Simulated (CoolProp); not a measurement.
Properties of C3F8 (R218) along the isobar 0.101 MPa.

Model: reference Helmholtz-energy equation of state, Lemmon 2006, in CoolProp. It is a short technical equation, of lower accuracy than the large ones.

| T (K) | phase | cv (kJ/(kg K)) | Joule-Thomson coefficient (K/MPa) | fugacity coefficient |
|---|---|---|---|---|
| 252 | gas | 0.6797 | 24.80 | 0.9614 |
| 260 | gas | (withheld) | 21.61 | 0.9657 |
| 268.1 | gas | 0.7027 | 19.01 | 0.9695 |
| 276.2 | gas | (withheld) | 16.87 | 0.9726 |
| 284.2 | gas | 0.7266 | 15.12 | (withheld) |
| 292.3 | gas | 0.7387 | 13.63 | 0.9777 |
| 300.4 | gas | 0.7508 | 12.36 | 0.9797 |
| 308.4 | gas | 0.7626 | 11.29 | 0.9815 |
| 316.5 | gas | 0.7744 | 10.35 | 0.9832 |
| 324.6 | gas | 0.7860 | 9.529 | 0.9846 |
| 332.6 | gas | 0.7973 | (withheld) | 0.9858 |
| 340.7 | gas | 0.8086 | 8.184 | 0.9870 |
| 348.8 | gas | 0.8197 | 7.621 | 0.9880 |

Problem. Fill in the missing entries.

Solution. 
- 260, cv (kJ/(kg K)): 0.6909
- 276.2, cv (kJ/(kg K)): 0.7147
- 284.2, fugacity coefficient: 0.9753
- 332.6, Joule-Thomson coefficient (K/MPa): 8.819
